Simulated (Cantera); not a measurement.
An isothermal, constant-pressure homogeneous reactor starts with NH3 : N2 = 1 : 6.8 (molar parts), at 1523 K and 0.930 bar. Integrator tolerance rtol = 1e-08.

Model: the gas-phase N/H chemistry of the illustrative SiF4/NH3 mechanism in the Surface Chemkin manual (1991), integrated in Cantera. Walls and surfaces, which speed up NH3 decomposition in real reactors, are not modelled.

### Question
What does this change do: NH3 1 to 9.8 parts?

### Answer
```json
[
 {"quantity": "x(NH3) at 2.00 s", "before": "0.117 (gas-phase equilibrium 3.40e-6)", "after": "0.537 (gas-phase equilibrium 1.47e-5)"},
 {"quantity": "x(H) at 2.00 s", "before": "1.14e-6 (gas-phase equilibrium 9.96e-6)", "after": "1.67e-6 (gas-phase equilibrium 1.80e-5)"},
 {"quantity": "x(NH) at 2.00 s", "before": "1.05e-7 (gas-phase equilibrium 2.37e-12)", "after": "1.04e-7 (gas-phase equilibrium 3.13e-12)"},
 {"quantity": "x(N) at 2.00 s", "before": "3.46e-9 (gas-phase equilibrium <1e-12)", "after": "1.79e-9 (gas-phase equilibrium <1e-12)"},
 {"quantity": "x(N2) at 2.00 s", "before": "0.868 (gas-phase equilibrium 0.830)", "after": "0.413 (gas-phase equilibrium 0.443)"}
]
```

### Question
What does this change do: N2 6.8 to 41 parts?

### Answer
```csv
quantity,before,after
x(NH3) at 2.00 s,0.117 (gas-phase equilibrium 3.40e-6),0.0210 (gas-phase equilibrium 3.39e-7)
x(H) at 2.00 s,1.14e-6 (gas-phase equilibrium 9.96e-6),7.34e-7 (gas-phase equilibrium 4.51e-6)
x(NH) at 2.00 s,1.05e-7 (gas-phase equilibrium 2.37e-12),9.29e-8 (gas-phase equilibrium 1.15e-12)
x(N) at 2.00 s,3.46e-9 (gas-phase equilibrium <1e-12),5.88e-9 (gas-phase equilibrium <1e-12)
x(N2) at 2.00 s,0.868 (gas-phase equilibrium 0.830),0.975 (gas-phase equilibrium 0.965)
```
